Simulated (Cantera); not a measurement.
# Aluminium and copper etching: Al + Cl₂ + N₂

Charge: 1 mol Al, a varied amount of Cl₂, 44 mol N₂, equilibrated at 1000 K and 0.100 bar.

These are equilibrium values from Cantera (NASA tables, ideal gas, pure condensed phases), not measurements of a reactor. Candidate condensed phases: Al, AlCl₃, AlN; 11 gas species. The numbers say what is thermodynamically allowed, not how fast it happens.

```tsv
n(Cl₂) (mol)	x N₂	x Cl₂	x AlCl₃	x Cl	x Al₂Cl₆	x AlCl₂	n AlN(s)
1.2	0.982	<1e-12	0.0179	7.95e-10	3.18e-6	2.79e-7	0.200
2	0.967	0.0109	0.0220	0.000128	4.80e-6	2.12e-12	0
2.7	0.952	0.0259	0.0216	0.000198	4.66e-6	1.36e-12	0
3.5	0.936	0.0424	0.0213	0.000253	4.50e-6	1.04e-12	0
4.3	0.920	0.0584	0.0209	0.000297	4.35e-6	<1e-12	0
5.1	0.905	0.0739	0.0206	0.000334	4.21e-6	<1e-12	0
5.9	0.891	0.0889	0.0202	0.000366	4.07e-6	<1e-12	0
6.7	0.876	0.103	0.0199	0.000395	3.94e-6	<1e-12	0
7.5	0.863	0.117	0.0196	0.000421	3.82e-6	<1e-12	0
8.3	0.849	0.131	0.0193	0.000445	3.70e-6	<1e-12	0
```
x: gas mole fraction; n: condensed amount in mol.

At 1.2 mol Cl₂ the condensed part is AlN(s). From 2 mol Cl₂ to 8.3 mol Cl₂ nothing is condensed. The main Al-bearing gas is AlCl₃ throughout.
